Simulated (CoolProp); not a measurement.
Carbonyl sulfide at 293.15 K and 0.564 MPa is throttled through a valve to 0.349 MPa with no heat exchange. Each further row changes one setting.

The numbers come from the reference Helmholtz-energy equation of state, Lemmon 2006 in CoolProp. It is a short technical equation, of lower accuracy than the large ones.

| case | temperature change (K) | final density (kg/m³) |
|---|---|---|
| as stated | -4.8 | 9.15 |
| outlet pressure 0.105 MPa | -10.3 | 2.72 |
| outlet pressure 0.454 MPa | -2.4 | 12.0 |
